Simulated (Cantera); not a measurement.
An adiabatic, constant-pressure homogeneous reactor starts with CO : H2 : CH4 : O2 : N2 = 1 : 0.17 : 0.052 : 1.09 : 4.11 (molar parts), equivalence ratio 0.63, at 1050 K and 0.570 bar. Integrator tolerance rtol = 1e-08.

Model: GRI-Mech 3.0 (53 species, 325 reactions), integrated in Cantera.

```tsv
quantity	before	after
time of steepest temperature rise	0.593 ms	1.22 ms
temperature at 3.00 s	2405 K	2470 K
equilibrium temperature	2405 K	2470 K
x(CO) at 3.00 s	0.0178 (gas-phase equilibrium 0.0178)	0.0282 (gas-phase equilibrium 0.0282)
x(H2) at 3.00 s	0.000792 (gas-phase equilibrium 0.000792)	0.00172 (gas-phase equilibrium 0.00172)
x(CH4) at 3.00 s	<1e-12 (gas-phase equilibrium <1e-12)	<1e-12 (gas-phase equilibrium <1e-12)
x(C2H2) at 3.00 s	<1e-12 (gas-phase equilibrium <1e-12)	<1e-12 (gas-phase equilibrium <1e-12)
x(C2H6) at 3.00 s	<1e-12 (gas-phase equilibrium <1e-12)	<1e-12 (gas-phase equilibrium <1e-12)
x(C2H) at 3.00 s	<1e-12 (gas-phase equilibrium <1e-12)	<1e-12 (gas-phase equilibrium <1e-12)
```

Question: What was changed between the two runs?
A. CH4 0.052 to 0.11 parts
B. CO 1 to 1.8 parts
C. pressure from 0.570 bar to 1.90 bar
D. CO 1 to 2.3 parts

Answer: A, CH4 0.052 to 0.11 parts
